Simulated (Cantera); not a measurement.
**SiH4 + N2 (silicon nitride deposition)**

Input: 1 mol SiH4, a varied amount of N2, equilibrated at 1325 K and 0.000840 bar.

Cantera equilibrium calculation (NASA polynomials, part measured and part estimated; ideal gas, pure solids and liquids). Candidate condensed phases: Si, Si3N4; 18 gas species. N2 is the only nitrogen source here; it is nearly inert below about 1500 K, so the nitride shown seldom forms there in practice. Mutual solubility and eutectic melting of coexisting phases are not modelled. Kinetics and transport are ignored.

```
n(N2) (mol)   x H2     x N2      x H    x SiH2  n Si(s)  n Si3N4(s)
-----------  -----  -------  -------  --------  -------  ----------
0.53         0.999  0.00113  5.64e-5   1.16e-7    0.208       0.264
0.69         0.988   0.0115  5.61e-5   2.45e-8        0       0.333
0.92         0.888    0.112  5.32e-5   4.82e-9        0       0.333
1.2          0.789    0.211  5.01e-5   2.82e-9        0       0.333
1.6          0.682    0.318  4.66e-5   1.85e-9        0       0.333
2.1          0.582    0.417  4.31e-5   1.32e-9        0       0.333
2.8          0.484    0.516  3.92e-5  9.51e-10        0       0.333
3.7          0.397    0.603  3.56e-5  7.04e-10        0       0.333
4.9          0.321    0.679  3.20e-5  5.25e-10        0       0.333
6.4          0.259    0.741  2.87e-5  3.99e-10        0       0.333
```
x: gas mole fraction; n: condensed amount in mol.

At 0.53 mol N2 the condensed part is Si(s) + Si3N4(s). From 0.69 mol N2 to 6.4 mol N2 the condensed part is Si3N4(s).
